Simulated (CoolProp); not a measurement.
Values from CoolProp's reference Helmholtz-energy equation of state, de Reuck 1990.

Question: For fluorine, give the phase and the speed of sound (m/s), Joule-Thomson coefficient (K/MPa) at 259 K and 0.013 MPa; 139.6 K and 0.488 MPa.

Answer: 
- 259 K and 0.013 MPa: gas; speed of sound 279, Joule-Thomson coefficient 2.48
- 139.6 K and 0.488 MPa: gas; speed of sound 203, Joule-Thomson coefficient 8.59
